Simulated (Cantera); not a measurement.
Cantera run:

```python
import numpy as np
import cantera as ct

gas_names = """
    H HNO HNO2 HNO3 HO2 H2 H2O H2O2 N NH NH2 NH3 NH2OH NO NO2 NO3 N2 N2H2 N2H4 N2O O OH O2 O3 Si SiH
    SiH2 SiH3 SiH4 SiN SiO SiO2 Si2 Si2N Si3
""".split()
cond_names = """
    H2O(s) H2O(L) Si(cr) Si(L) SiO2(Lqz) SiO2(hqz) SiO2(L) Si2N2O(s) Si3N4(a)
""".split()


# ... load() reads the species with a 1 bar reference pressure and builds the phases ...
atoms = {
    'Si': {'Si': 1},
    'N2O': {'N': 2, 'O': 1},
    'H2': {'H': 2},
    'N2': {'N': 2},
}
top_T = {'Si2N2O(s)': 2100, 'Si3N4(a)': 2400}  # K; cautious upper limits of use, not melting points


# ... equilibrate(T, P, feed) seeds the gas with the atoms and calls Mixture.equilibrate('TP', solver="vcs", rtol=1e-11, max_steps=5000) ...
results = []
feed = {'Si': 1, 'N2O': 0.028, 'H2': 270, 'N2': 0.12}  # mol
P = 0.48  # Pa
for T in [1673, 1748, 1823, 1898, 1973, 2048, 2123, 2198, 2273]:
    mix = equilibrate(T, P, feed)
    results.append((T, P, feed, dict(zip(mix.species_names, mix.species_moles))))
    x = sorted(zip(gas.X, gas.species_names), reverse=True)
    print(f"T = {T:g} K  P = {P:g} Pa  gas = {mix.phase_moles(0):.4g} mol")
    print("   x: " + "  ".join(f"{s} {v:.3e}" for v, s in x if v > 0.0001))
    print("   condensed (mol): " + ("  ".join(f"{mix.phase(i).name} {mix.phase_moles(i):.4g}"
          for i in range(1, mix.n_phases) if mix.phase_moles(i) > 1e-12) or "none"))
```

Output:

```
T = 1673 K  P = 0.48 Pa  gas = 278.2 mol
   x: H2 9.453e-01  H 5.054e-02  Si 3.480e-03  N2 5.320e-04  SiO 1.007e-04
   condensed (mol): none
T = 1748 K  P = 0.48 Pa  gas = 285.2 mol
   x: H2 8.972e-01  H 9.878e-02  Si 3.398e-03  N2 5.188e-04
   condensed (mol): none
T = 1823 K  P = 0.48 Pa  gas = 297.8 mol
   x: H2 8.174e-01  H 1.788e-01  Si 3.257e-03  N2 4.970e-04
   condensed (mol): none
T = 1898 K  P = 0.48 Pa  gas = 318.6 mol
   x: H2 6.983e-01  H 2.981e-01  Si 3.045e-03  N2 4.644e-04
   condensed (mol): none
T = 1973 K  P = 0.48 Pa  gas = 350.7 mol
   x: H2 5.429e-01  H 4.538e-01  Si 2.768e-03  N2 4.220e-04
   condensed (mol): none
T = 2048 K  P = 0.48 Pa  gas = 394.2 mol
   x: H 6.242e-01  H2 3.729e-01  Si 2.464e-03  N2 3.755e-04
   condensed (mol): none
T = 2123 K  P = 0.48 Pa  gas = 442.3 mol
   x: H 7.740e-01  H2 2.234e-01  Si 2.196e-03  N2 3.346e-04
   condensed (mol): none
T = 2198 K  P = 0.48 Pa  gas = 483.4 mol
   x: H 8.782e-01  H2 1.194e-01  Si 2.010e-03  N2 3.061e-04
   condensed (mol): none
T = 2273 K  P = 0.48 Pa  gas = 510.6 mol
   x: H 9.379e-01  H2 5.984e-02  Si 1.903e-03  N2 2.897e-04
   condensed (mol): none
```

Method: chemical equilibrium by Gibbs-energy minimisation in Cantera with the NASA 1993 tables (ideal gas, pure condensed phases).
